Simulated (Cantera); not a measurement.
**Ignition delay**

Mixture: 1.96 % C3H8, 20.0 % O2, 78.0 % N2, equivalence ratio 0.49, at 8.10 bar, adiabatic and at constant volume. Ignition delay is the time to a rise of 400 K.

Computed with Cantera and GRI-Mech 3.0 (53 species, 325 reactions). GRI-Mech 3.0 was tuned for natural gas; its chemistry of propane as a main component is partial and can be far from experiment.

| T0 (K) | delay (ms) |
|---|---|
| 1050 | 28.4 |
| 1150 | 4.27 |
| 1250 | 0.701 |
| 1350 | 0.140 |
| 1450 | 0.0366 |
| 1550 | 0.0127 |
| 1650 | 0.00561 |
| 1750 | 0.00300 |
| 1850 | 0.00186 |

The apparent activation energy between 1650 and 1850 K is 140 kJ/mol.
